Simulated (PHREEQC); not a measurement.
Dissolve 0.23 mol K2SO4 and 9.6e-06 mol CO2 per kg of water at 61 °C. Closed to the air; pH follows from the charge balance.

The numbers come from PHREEQC with the ion-association model, phreeqc.dat.

The ionic strength comes out as 0.490 mol/kgw. What activity coefficients do SO4-2, KSO4-, HSO4-, HCO3-, K+ get?

SO4-2 0.19, KSO4- 0.68, HSO4- 0.72, HCO3- 0.68, K+ 0.63.

Precipitation was switched off in this run. Constants without temperature data keep their 25 °C values here.
